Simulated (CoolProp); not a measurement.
Properties of n-nonane along the isobar 101 kPa (Tc = 321.4 °C, pc = 2282 kPa, ω = 0.443).

Model: reference Helmholtz-energy equation of state, Lemmon 2006, in CoolProp. It is a short technical equation, of lower accuracy than the large ones.

```json
[
 {"T (°C)": "112.05", "phase": "liquid", "density (kg/m³)": "643.3", "cp (kJ/(kg K))": "2.561", "Joule-Thomson coefficient (K/MPa)": "-0.2963", "conductivity (mW/(m K))": "105"},
 {"T (°C)": "126.45", "phase": "liquid", "density (kg/m³)": "630.9", "cp (kJ/(kg K))": "2.624", "Joule-Thomson coefficient (K/MPa)": "-0.2683", "conductivity (mW/(m K))": "102"},
 {"T (°C)": "140.75", "phase": "liquid", "density (kg/m³)": "618.1", "cp (kJ/(kg K))": "2.688", "Joule-Thomson coefficient (K/MPa)": "-0.2372", "conductivity (mW/(m K))": "99.6"},
 {"T (°C)": "155.05", "phase": "gas", "density (kg/m³)": "3.853", "cp (kJ/(kg K))": "2.261", "Joule-Thomson coefficient (K/MPa)": "27.39", "conductivity (mW/(m K))": "21.6"},
 {"T (°C)": "169.35", "phase": "gas", "density (kg/m³)": "3.702", "cp (kJ/(kg K))": "2.315", "Joule-Thomson coefficient (K/MPa)": "23.90", "conductivity (mW/(m K))": "23.1"},
 {"T (°C)": "183.65", "phase": "gas", "density (kg/m³)": "3.564", "cp (kJ/(kg K))": "2.368", "Joule-Thomson coefficient (K/MPa)": "21.01", "conductivity (mW/(m K))": "24.6"},
 {"T (°C)": "197.95", "phase": "gas", "density (kg/m³)": "3.438", "cp (kJ/(kg K))": "2.422", "Joule-Thomson coefficient (K/MPa)": "18.60", "conductivity (mW/(m K))": "26.1"},
 {"T (°C)": "212.35", "phase": "gas", "density (kg/m³)": "3.322", "cp (kJ/(kg K))": "2.475", "Joule-Thomson coefficient (K/MPa)": "16.55", "conductivity (mW/(m K))": "27.7"},
 {"T (°C)": "226.65", "phase": "gas", "density (kg/m³)": "3.215", "cp (kJ/(kg K))": "2.527", "Joule-Thomson coefficient (K/MPa)": "14.82", "conductivity (mW/(m K))": "29.3"},
 {"T (°C)": "240.95", "phase": "gas", "density (kg/m³)": "3.115", "cp (kJ/(kg K))": "2.578", "Joule-Thomson coefficient (K/MPa)": "13.34", "conductivity (mW/(m K))": "30.9"},
 {"T (°C)": "255.25", "phase": "gas", "density (kg/m³)": "3.023", "cp (kJ/(kg K))": "2.629", "Joule-Thomson coefficient (K/MPa)": "12.07", "conductivity (mW/(m K))": "32.5"},
 {"T (°C)": "269.55", "phase": "gas", "density (kg/m³)": "2.936", "cp (kJ/(kg K))": "2.678", "Joule-Thomson coefficient (K/MPa)": "10.96", "conductivity (mW/(m K))": "34.2"},
 {"T (°C)": "283.85", "phase": "gas", "density (kg/m³)": "2.854", "cp (kJ/(kg K))": "2.726", "Joule-Thomson coefficient (K/MPa)": "9.992", "conductivity (mW/(m K))": "35.9"},
 {"T (°C)": "298.25", "phase": "gas", "density (kg/m³)": "2.777", "cp (kJ/(kg K))": "2.774", "Joule-Thomson coefficient (K/MPa)": "9.140", "conductivity (mW/(m K))": "37.6"},
 {"T (°C)": "312.55", "phase": "gas", "density (kg/m³)": "2.705", "cp (kJ/(kg K))": "2.820", "Joule-Thomson coefficient (K/MPa)": "8.394", "conductivity (mW/(m K))": "39.3"},
 {"T (°C)": "326.85", "phase": "gas", "density (kg/m³)": "2.636", "cp (kJ/(kg K))": "2.865", "Joule-Thomson coefficient (K/MPa)": "7.735", "conductivity (mW/(m K))": "41.1"}
]
```

Thermal conductivity comes from a separate model (Huber 2005).
